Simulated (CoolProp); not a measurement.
The fluid at 298.15 K and 11 MPa expands adiabatically to 1.33 MPa with isentropic efficiency 0.85. The same conditions are run with several fluids, on thermodynamics alone (safety and materials aside).

Computed with CoolProp (reference Helmholtz-energy equation of state of each fluid (methane: Setzmann 1991; nitrogen: Span 2000; fluorine: de Reuck 1990; carbon monoxide: Lemmon 2006; oxygen: Schmidt 1985)).

| fluid | work (kJ/kg) | final temperature (K) | final density (kg/m³) |
|---|---|---|---|
| methane | 175 | 180.5 | 16.3 |
| nitrogen | 113 | 176.6 | 26.6 |
| fluorine | 83.4 | 180.2 | 35.2 |
| carbon monoxide | 112 | 175.7 | 27.0 |
| oxygen | 95.0 | 175.1 | 31.2 |
